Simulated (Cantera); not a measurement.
Feed: 1 mol Pb, 0.18 mol CO, 13 mol H₂, equilibrated at 1425 K and 1.00 bar.

Cantera equilibrium calculation (NASA polynomials, part measured and part estimated; ideal gas, pure solids and liquids). Equilibrium is a limit: real reactors are often held back by kinetics, nucleation or transport.

| species | before | after |
|---|---|---|
| H₂ | 0.975 | 0.901 |
| H₂O | 0.000372 | 0.0745 |
| CO | 0.0131 | 0.0130 |
| CO₂ | 2.20e-6 | 0.000474 |
| Pb | 0.0114 | 0.0114 |
| CH₄ | 0.000374 | 1.46e-6 |
| Pb(l), mol | 0.847 | 0.847 |
Gas species are given as mole fractions.

**Question.** What was changed between the two runs?
(A) temperature from 1425 K to 1548.15 K
(B) Pb replaced by PbO
(C) temperature from 1425 K to 1525 K
(D) pressure from 1.00 bar to 0.133 bar

**Answer.** B, Pb replaced by PbO
